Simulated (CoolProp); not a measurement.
Properties of carbon monoxide along the isobar 1600 kPa (Tc = -140.3 °C, pc = 3498 kPa, ω = 0.050).

Values from CoolProp's reference Helmholtz-energy equation of state, Lemmon 2006. It is a short technical equation, of lower accuracy than the large ones.

```csv
T (°C),phase,density (kg/m³)
-196.25,liquid,816.8
-181.45,liquid,751.8
-166.65,liquid,673.7
-151.95,gas,59.18
-137.15,gas,47.14
-122.35,gas,40.20
-107.55,gas,35.39
-92.85,gas,31.79
-78.05,gas,28.92
-63.25,gas,26.58
-48.45,gas,24.62
-33.65,gas,22.95
-18.95,gas,21.51
-4.15,gas,20.25
```
